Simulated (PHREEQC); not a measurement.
Consider water at 90 °C with 0.0011 mol/kgw H2SO4, 0.036 mol/kgw Li2SO4 and 0.3 mol/kgw MnSO4. Closed to the air; pH follows from the charge balance.

Model: ion-association model, wateq4f.dat, run in PHREEQC.

This is a speciation only: nothing precipitates in the calculation.

Problem. Estimate the pH, activity of water, ionic strength.

Solution. pH 3.95; activity of water 0.991; ionic strength 0.491 mol/kgw.

Problem. In which forms is Li present?

Solution. Li+ 91 %, LiSO4- 9.0 % of the Li.

At this temperature some constants are extrapolated from 25 °C, and those without enthalpy data are left unchanged.
